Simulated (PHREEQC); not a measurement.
Dissolve 0.0086 mol/kgw HNO3, 0.11 mol/kgw FeCl3 and 0.034 mol/kgw CuCl2 at 78 °C. Closed to the air; pH follows from the charge balance.

All values are PHREEQC results (ion-association model, wateq4f.dat), not measurements.

```json
[
 {"quantity": "pH", "before": "1.61", "after": "1.67"},
 {"quantity": "ionic strength (mol/kgw)", "before": "0.460", "after": "0.470"},
 {"quantity": "Cl- (mol/kgw)", "before": "0.293", "after": "0.296"},
 {"quantity": "CuCl+ (mol/kgw)", "before": "0.0197", "after": "0.0151"},
 {"quantity": "Cu+2 (mol/kgw)", "before": "0.0125", "after": "0.0177"},
 {"quantity": "CuCl2 (mol/kgw)", "before": "0.00177", "after": "0.00121"},
 {"quantity": "SI of Tenorite (CuO)", "before": "-5.27", "after": "-5.49"},
 {"quantity": "SI of Cu(OH)2 (Cu(OH)2)", "before": "-6.29", "after": "-6.52"}
]
```

Task: Which change was made?
A. diluted 5-fold with water
B. temperature from 78 to 30 °C
C. FeCl3 left out
D. temperature from 78 to 60 °C

Result: D, temperature from 78 to 60 °C

Precipitation was switched off in this run. Some of these states are supersaturated (in Hematite (slow to form), Goethite (slow to form), for instance). At this temperature some constants are extrapolated from 25 °C, and those without enthalpy data are left unchanged.
